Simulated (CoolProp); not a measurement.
A single-stage vapour-compression cycle with the fluid: evaporating at 280.15 K (dew point), condensing at 310.15 K (bubble point), superheat 2 K, subcooling 0 K, compressor efficiency 0.65, no pressure losses. The same conditions are run with several fluids, on thermodynamics alone (safety and materials aside).

Model: reference Helmholtz-energy equation of state of each fluid (cyclopentane: Gedanitz 2015; hydrogen chloride: Thol 2018; R22: Kamei 1995; neopentane: Lemmon 2006; R152A: Outcalt 1996; R245fa: Akasaka 2015), in CoolProp.

Problem. Rank cyclopentane, hydrogen chloride, R22, neopentane, R152A, R245fa by cooling COP, highest first.

Solution. cyclopentane (5.61), R245fa (5.36), R152A (5.30), neopentane (5.27), R22 (5.15), hydrogen chloride (4.15)

```
fluid              pressure ratio  discharge temperature (K)  refrigerating effect (kJ/kg)  volumetric capacity (kJ/m³)
-----------------  --------------  -------------------------  ----------------------------  ---------------------------
cyclopentane                 3.37                      336.0                           367                          219
hydrogen chloride            1.99                      353.6                           224                        14900
R22                          2.29                      338.2                           163                         4260
neopentane                   2.68                      313.7                           252                          747
R152A                        2.49                      333.8                           248                         2600
R245fa                       3.12                      320.5                           163                          701
```
